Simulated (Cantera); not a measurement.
Cantera run, input and output.

```python
import numpy as np
import cantera as ct

gas = ct.Solution("gri30.yaml")
gas.TPX = 748, 77000, {'CH3OH': 1, 'O2': 1.15, 'N2': 4.34}
inlet = ct.Reservoir(gas, clone=True)
gas.equilibrate("HP")  # start burning
reactor = ct.IdealGasConstPressureReactor(gas, energy="on", clone=False)
exhaust = ct.Reservoir(gas, clone=True)
tau = [0.079, 0.033, 0.014, 0.006, 0.0025, 0.0011, 0.00045, 0.00019, 8.1e-05][0]
for a, b in ((inlet, reactor), (reactor, exhaust)):
    ct.MassFlowController(a, b, mdot=lambda t: reactor.mass / tau)
net = ct.ReactorNet([reactor])
show = ['CH3OH', 'O2', 'NO', 'CH2', 'CO', 'C2H', 'CH2CO']

rows = []
print(f"{'tau/s':>10s}{'T/K':>9s}" + "".join(f"{s:>11s}" for s in show))
for tau in [0.079, 0.033, 0.014, 0.006, 0.0025, 0.0011, 0.00045, 0.00019, 8.1e-05]:
    net.initial_time = 0.0
    net.advance(30 * tau)
    before = gas.X
    net.advance(40 * tau)
    drift = np.max(np.abs(gas.X - before) / (gas.X + 1e-9))
    rows.append([gas.T, *gas[show].X, drift])
    print(f"{tau:10.3e}{gas.T:9.1f}" + "".join(f"{x:11.3e}" for x in gas[show].X))
```

Result:

```
     tau/s      T/K      CH3OH         O2         NO        CH2         CO        C2H      CH2CO
 7.900e-02   2347.4  8.173e-07  9.360e-04  7.039e-04  5.358e-08  6.297e-02  8.238e-13  7.124e-10
 3.300e-02   2330.3  1.637e-06  1.362e-03  6.109e-04  9.937e-08  6.326e-02  1.910e-12  1.200e-09
 1.400e-02   2303.4  3.103e-06  2.090e-03  4.717e-04  1.792e-07  6.374e-02  4.396e-12  1.949e-09
 6.000e-03   2265.4  5.763e-06  3.178e-03  3.249e-04  3.315e-07  6.444e-02  1.151e-11  3.334e-09
 2.500e-03   2216.2  1.113e-05  4.655e-03  2.076e-04  6.578e-07  6.535e-02  3.790e-11  6.557e-09
 1.100e-03   2166.1  2.152e-05  6.261e-03  1.374e-04  1.298e-06  6.635e-02  1.352e-10  1.445e-08
 4.500e-04   2114.2  4.705e-05  8.226e-03  9.183e-05  2.818e-06  6.784e-02  6.045e-10  4.276e-08
 1.900e-04   2068.8  1.086e-04  1.077e-02  6.416e-05  6.186e-06  7.057e-02  2.702e-09  1.597e-07
 8.100e-05   2016.5  2.834e-04  1.567e-02  4.164e-05  1.401e-05  7.685e-02  1.145e-08  8.058e-07
```

Model: GRI-Mech 3.0 (53 species, 325 reactions), integrated in Cantera. GRI-Mech 3.0 was tuned for natural gas; its chemistry of methanol as a main component is partial and can be far from experiment.
